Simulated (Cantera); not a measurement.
A Cantera script and its output.

```python
import numpy as np
import cantera as ct

surf = ct.Interface("ptcombust.yaml", "Pt_surf")
gas = surf.adjacent["gas"]
gas.TPX = 900, 101325, {'CH4': 0.0034, 'O2': 0.012, 'N2': 0.79, 'H2O': 0.011}
surf.TP = 900, 101325
reactor = ct.FlowReactor(gas, clone=False)
reactor.area = 0.0001  # m2
reactor.surface_area_to_volume_ratio = 8500  # 1/m
reactor.mass_flow_rate = 0.32 * reactor.area * gas.density  # inlet velocity 0.32 m/s
reactor.energy_enabled = False
wall = ct.ReactorSurface(surf, reactor, clone=False)
net = ct.ReactorNet([reactor])
net.rtol, net.atol = 1e-8, 1e-16
show, cover = ['CH4', 'O2', 'H2O', 'CO2', 'CO'], ['PT(S)', 'H(S)', 'O(S)', 'OH(S)', 'CO(S)', 'C(S)']

rows = []
print(f"{'z/m':>9s}{'u/(m/s)':>9s}" + "".join(f"{s:>13s}" for s in show + cover))
for z in [5e-05, 0.00011, 0.00023, 0.0005, 0.0011, 0.0023, 0.005]:
    net.advance(z)
    rows.append([reactor.speed, *gas[show].X, *surf[cover].coverages])
    print(f"{z:9.4g}{rows[-1][0]:9.3g}" + "".join(f"{x:13.4e}" for x in rows[-1][1:]))
```

Output:

```
      z/m  u/(m/s)          CH4           O2          H2O          CO2           CO        PT(S)         H(S)         O(S)        OH(S)        CO(S)         C(S)
    5e-05     0.32   3.8701e-03   1.4110e-02   1.4063e-02   2.9303e-04   1.4305e-06   1.8403e-01   1.6947e-07   8.1288e-01   3.0638e-03   1.6489e-05   5.8595e-08
  0.00011     0.32   3.5366e-03   1.3444e-02   1.4730e-02   6.2655e-04   1.3150e-06   1.8606e-01   1.7650e-07   8.1077e-01   3.1484e-03   1.5494e-05   5.5058e-08
  0.00023     0.32   2.9334e-03   1.2237e-02   1.5936e-02   1.2299e-03   1.1032e-06   1.9001e-01   1.8985e-07   8.0667e-01   3.3002e-03   1.3555e-05   4.8170e-08
   0.0005     0.32   1.8650e-03   1.0101e-02   1.8072e-02   2.2984e-03   7.1771e-07   1.9805e-01   2.1611e-07   7.9836e-01   3.5684e-03   9.5795e-06   3.4041e-08
   0.0011     0.32   5.9786e-04   7.5664e-03   2.0606e-02   3.5659e-03   2.3788e-07   2.1003e-01   2.5377e-07   7.8607e-01   3.8923e-03   3.5697e-06   1.2685e-08
   0.0023     0.32   4.7778e-05   6.4662e-03   2.1706e-02   4.1161e-03   1.9348e-08   2.1641e-01   2.7346e-07   7.7954e-01   4.0376e-03   3.0817e-07   1.0951e-09
    0.005     0.32   1.4273e-07   6.3709e-03   2.1802e-02   4.1638e-03   5.9723e-11   2.1701e-01   2.7530e-07   7.7893e-01   4.0504e-03   9.2945e-10   3.2947e-12
```

Computed with Cantera and Deutschmann's 1995 Pt surface mechanism with GRI-Mech 3.0 gas chemistry. Catalytic surfaces can have several steady states; this one follows from the mechanism file's or the stated starting coverage. Mass transfer to the wall is taken as infinitely fast.
